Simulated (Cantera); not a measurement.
What does this Cantera script print?

```python
import numpy as np
import cantera as ct

gas = ct.Solution("gri30.yaml")


def delay(T, t_max=10):
    gas.TPX = T, 48000, {'C3H8': 1, 'O2': 2.78, 'N2': 10.4}
    reactor = ct.IdealGasConstPressureReactor(gas, clone=False)
    net = ct.ReactorNet([reactor])
    net.rtol, net.atol = 1e-8, 1e-16
    while net.time < t_max:
        t_old, T_old = net.time, reactor.T
        net.step()
        if reactor.T > T + 400:  # ignition: a rise of 400 K
            return t_old + (T + 400 - T_old) / (reactor.T - T_old) * (net.time - t_old)
    return np.nan


taus = []
for T in [1225, 1300, 1375, 1450, 1525, 1600, 1675, 1750, 1825, 1900]:
    taus.append(delay(T))
    print(f"T0 = {T:6g} K   tau = {taus[-1]:.4e} s")
```

Output:

```
T0 =   1225 K   tau = 5.4525e-03 s
T0 =   1300 K   tau = 1.4806e-03 s
T0 =   1375 K   tau = 5.1176e-04 s
T0 =   1450 K   tau = 2.1921e-04 s
T0 =   1525 K   tau = 1.1224e-04 s
T0 =   1600 K   tau = 6.6137e-05 s
T0 =   1675 K   tau = 4.3343e-05 s
T0 =   1750 K   tau = 3.0729e-05 s
T0 =   1825 K   tau = 2.3091e-05 s
T0 =   1900 K   tau = 1.8122e-05 s
```

Computed with Cantera and GRI-Mech 3.0 (53 species, 325 reactions). GRI-Mech 3.0 was tuned for natural gas; its chemistry of propane as a main component is partial and can be far from experiment.
